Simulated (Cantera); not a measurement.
A perfectly stirred reactor is fed with H₂ : O₂ = 0.013 : 1 (molar parts), at 6.30 Torr; it is held at 1198 K, and followed from long to short residence time.

Model: the H2/O2 subset of GRI-Mech 3.0, which has no nitrogen chemistry, integrated in Cantera. Radical loss at walls, strong at low pressure, is not modelled.

Question: What does this change do: H2 0.013 to 0.093 parts?

Answer: 
| quantity | before | after |
|---|---|---|
| x(H₂) at τ = 10.0 s | 1.85e-5 | 0.000102 |
| x(O₂) at τ = 10.0 s | 0.986 | 0.909 |
| x(O) at τ = 10.0 s | 0.00103 | 0.00132 |
| x(H₂O₂) at τ = 10.0 s | 1.01e-8 | 5.64e-8 |
| x(H₂O) at τ = 10.0 s | 0.0127 | 0.0882 |
| x(H₂) at τ = 56.0 ms | 0.000426 | 0.00210 |
| x(O₂) at τ = 56.0 ms | 0.977 | 0.880 |
| x(O) at τ = 56.0 ms | 0.00871 | 0.0264 |
| x(H₂O₂) at τ = 56.0 ms | 2.34e-8 | 1.06e-7 |
| x(H₂O) at τ = 56.0 ms | 0.0115 | 0.0784 |
The temperature is held fixed by assumption; the heat of reaction is taken as removed at once.
